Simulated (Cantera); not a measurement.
Mixture: CH4 : C2H6 : O2 : N2 = 1 : 0.075 : 2.9 : 10.2 (molar parts), at 8.10 bar, adiabatic and at constant pressure. Ignition delay is the time to a rise of 400 K.

Model: GRI-Mech 3.0 (53 species, 325 reactions), integrated in Cantera.

**Question.** What does this change do: 0.19 parts H2 added?

**Answer.** 
```
quantity                                                before       after
--------------------------------------------------  ----------  ----------
delay at 1273 K                                       0.619 ms    0.292 ms
delay at 1323 K                                       0.372 ms    0.184 ms
delay at 1373 K                                       0.229 ms    0.120 ms
delay at 1423 K                                       0.143 ms     80.9 µs
delay at 1473 K                                        91.4 µs     55.3 µs
delay at 1523 K                                        59.4 µs     38.3 µs
delay at 1573 K                                        39.3 µs     26.9 µs
apparent activation energy between 1473 and 1573 K  160 kJ/mol  140 kJ/mol
```

**Question.** What does this change do: pressure from 8.10 bar to 0.450 bar?

**Answer.** 
| quantity | before | after |
|---|---|---|
| delay at 1273 K | 0.619 ms | 5.15 ms |
| delay at 1323 K | 0.372 ms | 2.93 ms |
| delay at 1373 K | 0.229 ms | 1.70 ms |
| delay at 1423 K | 0.143 ms | 1.02 ms |
| delay at 1473 K | 91.4 µs | 0.637 ms |
| delay at 1523 K | 59.4 µs | 0.413 ms |
| delay at 1573 K | 39.3 µs | 0.278 ms |
| apparent activation energy between 1473 and 1573 K | 160 kJ/mol | 160 kJ/mol |
